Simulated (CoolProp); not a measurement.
Vapour-liquid equilibrium of CH2F2 (R32) (1) + R125 (2) at 248.7 K; x and y are mole fractions of (1).

The numbers come from the multi-fluid Helmholtz-energy mixture model, Tillner-Roth 1997 and Lemmon 2005; pair parameters Lemmon 2004 in CoolProp.

| x | bubble pressure (bar) | y at the bubble point | dew pressure at overall composition x (bar) | liquid density (mol/L) |
|---|---|---|---|---|
| 0.05 | 2.895 | 0.064 | 2.884 | 12.15 |
| 0.15 | 2.991 | 0.187 | 2.962 | 12.75 |
| 0.25 | 3.082 | 0.300 | 3.042 | 13.40 |
| 0.35 | 3.166 | 0.404 | 3.123 | 14.13 |
| 0.45 | 3.241 | 0.501 | 3.202 | 14.93 |
| 0.55 | 3.305 | 0.592 | 3.276 | 15.82 |
| 0.65 | 3.357 | 0.681 | 3.340 | 16.84 |
| 0.75 | 3.396 | 0.767 | 3.390 | 18.00 |
| 0.85 | 3.421 | 0.856 | 3.420 | 19.33 |
| 0.95 | 3.426 | 0.949 | 3.426 | 20.91 |

y crosses x between x = 0.85 and 0.95: the model has an azeotrope there.

The pair parameters rest on a limited set of measurements; away from them the model extrapolates.
